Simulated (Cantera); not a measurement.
Feed: 1 mol AlCl3, 1.9 mol O2, 7.4 mol H2, at 690 Pa.

Cantera equilibrium calculation (NASA polynomials, part measured and part estimated; ideal gas, pure solids and liquids). Candidate condensed phases: Al, AlCl3, Al2O3, H2O; 29 gas species. Equilibrium is a limit: real reactors are often held back by kinetics, nucleation or transport.

Over these rows the condensed part is Al2O3(s). Partial pressures as log10 of bar:

| T (K) | 1000/T (1/K) | log p AlCl | log p H2 | log p HCl | log p H2O |
|---|---|---|---|---|---|
| 1725 | 0.5797 | -8.95 | -2.56 | -2.64 | -2.75 |
| 1775 | 0.5634 | -8.54 | -2.56 | -2.64 | -2.75 |
| 1825 | 0.5479 | -8.15 | -2.56 | -2.64 | -2.75 |
| 1875 | 0.5333 | -7.79 | -2.56 | -2.64 | -2.75 |
| 1925 | 0.5195 | ? | -2.56 | -2.64 | -2.75 |
| 1975 | 0.5063 | -7.12 | -2.56 | -2.65 | -2.75 |

### Question
Fit log p(AlCl) = a + b·(1000/T) to the five rows, give the apparent enthalpy, and predict the row at 1925 K.

### Answer
Means: 1000/T = 0.5461, log p = -8.110. Sxy = -0.079233, Sxx = 0.0031794, so b = -24.92 and a = -8.110 − (-24.92)×0.5461 = 5.50.
Apparent enthalpy: −19.145 × (-24.92) = 477 kJ/mol. With the condensed phases at unit activity, 1/2 Al2O3(s) + H2(g) + HCl(g) = AlCl(g) + 3/2 H2O(g) links this pressure to the main gases: over the six rows their terms move log p by -0.01 in all, so the slope is close to that reaction's ΔH°. The five rows lie within 0.01 of the line.
Prediction at 1925 K: 5.50 + (-24.92)×0.5195 = -7.45. The computed value is -7.44, 0.01 from the line.
